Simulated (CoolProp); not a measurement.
Vapour-liquid equilibrium of toluene (1) + m-xylene (2) at 0.203 bar; x and y are mole fractions of (1).

The numbers come from the multi-fluid Helmholtz-energy mixture model, Lemmon 2006 and Zhou 2012; pair parameters Bell 2016 in CoolProp.

| x | bubble temperature (°C) | y at the bubble point | dew temperature at overall composition x (°C) | liquid density (mol/L) |
|---|---|---|---|---|
| 0.05 | 85.7 | 0.121 | 87.0 | 7.643 |
| 0.2 | 79.9 | 0.406 | 84.2 | 7.847 |
| 0.35 | 75.0 | 0.599 | 81.1 | 8.050 |
| 0.5 | 71.1 | 0.733 | 77.6 | 8.254 |
| 0.65 | 68.0 | 0.831 | 73.6 | 8.461 |
| 0.8 | 65.3 | 0.909 | 69.0 | 8.675 |
| 0.95 | 63.0 | 0.977 | 63.9 | 8.898 |

No azeotrope shows between x = 0.05 and 0.95.

Pair parameters are fitted to limited data, so mixtures are less certain than the pure fluids.
